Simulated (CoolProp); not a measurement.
Vapour pressure (MPa) of methanol: the reference equation beside estimates from Tc = 240.2 °C, pc = 8.216 MPa, ω = 0.565. Clausius-Clapeyron is anchored at 138.85 °C with a constant enthalpy of vaporisation of 28.94 kJ/mol.

Values from CoolProp's reference Helmholtz-energy equation of state, de Reuck 1993.

```csv
T (°C),reference,Lee-Kesler,Clausius-Clapeyron,van der Waals,Redlich-Kwong,Soave-Redlich-Kwong,Peng-Robinson
128.65,0.8121,0.8294,0.8546,2.844,1.725,0.8354,0.8328
133.75,0.9290,0.9491,0.9526,3.017,1.890,0.9572,0.9527
138.85,1.059,1.082,1.059,3.196,2.066,1.092,1.086
143.95,1.203,1.228,1.174,3.382,2.253,1.242,1.233
149.05,1.362,1.389,1.299,3.574,2.451,1.407,1.395
154.15,1.537,1.566,1.433,3.773,2.661,1.588,1.574
159.25,1.730,1.760,1.577,3.980,2.882,1.786,1.769
164.35,1.941,1.971,1.733,4.193,3.116,2.003,1.983
169.35,2.167,2.197,1.896,4.408,3.357,2.235,2.212
174.45,2.418,2.447,2.073,4.635,3.615,2.492,2.466
179.55,2.691,2.719,2.263,4.869,3.887,2.770,2.741
184.65,2.987,3.014,2.466,5.110,4.172,3.072,3.040
189.75,3.307,3.333,2.681,5.358,4.470,3.398,3.364
194.85,3.652,3.677,2.910,5.613,4.783,3.750,3.713
199.95,4.023,4.050,3.153,5.876,5.109,4.128,4.090
```

Absolute difference from the reference over all 15 rows, mean and median: Lee-Kesler 1.5 and 1.5 %, Clausius-Clapeyron 10.8 and 10.7 %, van der Waals 128.0 and 116.0 %, Redlich-Kwong 64.0 and 60.5 %, Soave-Redlich-Kwong 3.0 and 3.1 %, Peng-Robinson 2.1 and 2.2 %.
